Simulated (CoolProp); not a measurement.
Vapour-liquid equilibrium of isobutane (1) + n-butane (2) at 0.886 MPa; x and y are mole fractions of (1).

Model: multi-fluid Helmholtz-energy mixture model, Bücker 2006 and Bücker 2006; pair parameters Kunz 2012, in CoolProp.

| x | bubble temperature, mixture model (°C) | bubble temperature, Raoult's law (°C) | y, mixture model | y, Raoult's law |
|---|---|---|---|---|
| 0.05 | (withheld) | 73.2 | 0.062 | 0.066 |
| 0.2 | (withheld) | 71.1 | (withheld) | 0.251 |
| 0.35 | (withheld) | 69.0 | (withheld) | 0.420 |
| 0.5 | 67.2 | 67.0 | (withheld) | 0.574 |
| 0.65 | (withheld) | 65.1 | 0.702 | 0.715 |
| 0.8 | 63.3 | 63.2 | (withheld) | 0.844 |
| 0.95 | 61.4 | 61.4 | 0.960 | 0.963 |

Problem. Fill in the missing entries.

Solution. 
- 0.05, bubble temperature, mixture model (°C): 73.3
- 0.2, bubble temperature, mixture model (°C): 71.2
- 0.2, y, mixture model: 0.239
- 0.35, bubble temperature, mixture model (°C): 69.1
- 0.35, y, mixture model: 0.404
- 0.5, y, mixture model: 0.558
- 0.65, bubble temperature, mixture model (°C): 65.2
- 0.8, y, mixture model: 0.836

The largest gap from Raoult's law is +0.2 K in bubble temperature, at x = 0.5. No azeotrope shows between x = 0.05 and 0.95.

Pair parameters are fitted to limited data, so mixtures are less certain than the pure fluids.
